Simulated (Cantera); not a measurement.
Mixture: 15.2 % CH₄, 17.9 % O₂, 67.0 % N₂, equivalence ratio 1.7, at 7500 Torr, adiabatic and at constant pressure. Ignition delay is the time to a rise of 400 K.

Model: GRI-Mech 3.0 (53 species, 325 reactions), integrated in Cantera.

Q: Predict: delay at 1150 K; delay at 1225 K; delay at 1300 K; delay at 1375 K; delay at 1450 K; delay at 1525 K; delay at 1600 K; apparent activation energy between 1450 and 1600 K.

A: 
```
Item                                                    Result
--------------------------------------------------  ----------
delay at 1150 K                                        11.7 ms
delay at 1225 K                                        4.60 ms
delay at 1300 K                                        1.92 ms
delay at 1375 K                                       0.846 ms
delay at 1450 K                                       0.390 ms
delay at 1525 K                                       0.186 ms
delay at 1600 K                                        92.7 µs
apparent activation energy between 1450 and 1600 K  180 kJ/mol
```
